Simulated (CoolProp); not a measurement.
A simple Rankine cycle with water: condensing at 311.15 K, boiler at 1.34 MPa, turbine inlet 471 K, turbine efficiency 0.9, pump efficiency 0.6, no recuperator. Each further row changes one setting.

The numbers come from the reference Helmholtz-energy equation of state, Wagner 2002 in CoolProp.

```json
[
 {"case": "as stated", "thermal efficiency (%)": "26.7", "net work (kJ/kg)": "705", "heat in (kJ/kg)": "2640", "turbine exit temperature (K)": "311.2", "volume ratio over the turbine": "116"},
 {"case": "turbine inlet 491 K", "thermal efficiency (%)": "26.8", "net work (kJ/kg)": "721", "heat in (kJ/kg)": "2690", "turbine exit temperature (K)": "311.2", "volume ratio over the turbine": "112"},
 {"case": "condensing temperature 303.15 K", "thermal efficiency (%)": "28.0", "net work (kJ/kg)": "748", "heat in (kJ/kg)": "2670", "turbine exit temperature (K)": "303.1", "volume ratio over the turbine": "175"},
 {"case": "boiler pressure 0.938 MPa", "thermal efficiency (%)": "25.1", "net work (kJ/kg)": "670", "heat in (kJ/kg)": "2670", "turbine exit temperature (K)": "311.2", "volume ratio over the turbine": "81.5"},
 {"case": "turbine efficiency 0.8", "thermal efficiency (%)": "23.7", "net work (kJ/kg)": "626", "heat in (kJ/kg)": "2640", "turbine exit temperature (K)": "311.2", "volume ratio over the turbine": "121"}
]
```

The expansion ends wet for: as stated; turbine inlet 491 K; condensing temperature 303.15 K; boiler pressure 0.938 MPa; turbine efficiency 0.8.
